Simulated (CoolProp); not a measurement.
Saturated liquid density (kg/m³) of o-xylene: the reference equation beside estimates from Tc = 630.3 K, pc = 3737 kPa, ω = 0.312. Rackett uses Z = 0.29056 − 0.08775 ω.

Model: reference Helmholtz-energy equation of state, Zhou 2012, in CoolProp.

| T (K) | reference | Rackett | Redlich-Kwong | Soave-Redlich-Kwong | Peng-Robinson |
|---|---|---|---|---|---|
| 358 | 824.4 | 822.4 | 704.1 | 728.9 | 821.5 |
| 375 | 809.2 | 806.8 | 689.8 | 716.3 | 808.0 |
| 392 | 793.7 | 790.7 | 674.8 | 702.9 | 793.5 |
| 409.1 | 777.6 | 774.1 | 658.9 | 688.4 | 777.9 |
| 426.1 | 761.1 | 756.9 | 642.2 | 673.0 | 761.2 |
| 443.1 | 743.9 | 739.2 | 624.5 | 656.4 | 743.1 |
| 460.1 | 726.1 | 720.7 | 605.8 | 638.6 | 723.5 |
| 477.2 | 707.2 | 701.2 | 585.9 | 619.2 | 702.1 |
| 494.2 | 687.3 | 680.9 | 564.6 | 598.2 | 678.7 |
| 511.2 | 666.1 | 659.3 | 541.9 | 575.3 | 653.0 |
| 528.3 | 643.0 | 636.0 | 517.2 | 550.0 | 624.3 |
| 545.3 | 617.8 | 610.9 | 490.3 | 521.9 | 592.3 |
| 562.3 | 589.2 | 583.1 | 460.7 | 490.3 | 555.9 |
| 579.4 | 555.3 | 551.3 | 427.1 | 453.8 | 513.3 |
| 596.4 | 512.9 | 513.3 | 387.8 | 410.3 | 462.3 |

Absolute difference from the reference over all 15 rows, mean and median: Rackett 0.7 and 0.7 %, Redlich-Kwong 18.1 and 17.2 %, Soave-Redlich-Kwong 13.7 and 12.4 %, Peng-Robinson 2.3 and 0.7 %.
